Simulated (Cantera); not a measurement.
Feed: 1 mol SiH2Cl2, 53 mol H2, held at 5.48 Torr.

Method: chemical equilibrium by Gibbs-energy minimisation in Cantera with the NASA 1993 tables (ideal gas, pure condensed phases). Candidate condensed phases: Si; 19 gas species. The tables' values for SiCl3, SiCl are old estimates; treat these amounts as uncertain. Kinetics and transport are ignored.

x: gas mole fraction; n: condensed amount in mol.

```csv
T (K),x H2,x HCl,x SiCl4,x SiCl2,x SiHCl3,x H,x SiCl3,n Si(s)
900,0.984,0.00776,0.00557,8.30e-5,0.00201,1.36e-9,9.85e-5,0.573
975,0.979,0.0147,0.00396,0.000356,0.00151,1.32e-8,0.000223,0.666
1050,0.973,0.0229,0.00197,0.00101,0.000869,9.36e-8,0.000331,0.769
1125,0.968,0.0286,[?],[?],[?],[?],0.000288,0.835
1200,0.967,0.0305,0.000114,0.00228,9.80e-5,2.27e-6,0.000172,0.853
1275,0.966,0.0308,[?],0.00255,[?],[?],9.43e-5,0.852
1350,0.966,0.0307,5.19e-6,0.00274,9.37e-6,2.74e-5,5.34e-5,0.846
1425,0.967,0.0305,1.37e-6,0.00290,3.40e-6,7.85e-5,3.18e-5,0.839
1500,0.967,0.0302,4.12e-7,0.00303,1.37e-6,0.000203,1.98e-5,0.832
1575,0.966,0.0300,1.39e-7,0.00315,5.98e-7,0.000478,1.29e-5,0.825
1650,0.966,0.0298,5.17e-8,0.00326,2.82e-7,0.00104,8.76e-6,0.816
```

### Question
Fill in the missing entries.

### Answer

- 1275, x SiCl4: 2.27e-5
- 1275, x SiHCl3: 2.88e-5
- 1275, x H: 8.48e-6
- 1125, x SiCl4: 0.000569
- 1125, x SiCl2: 0.00179
- 1125, x SiHCl3: 0.000334
- 1125, x H: 5.12e-7
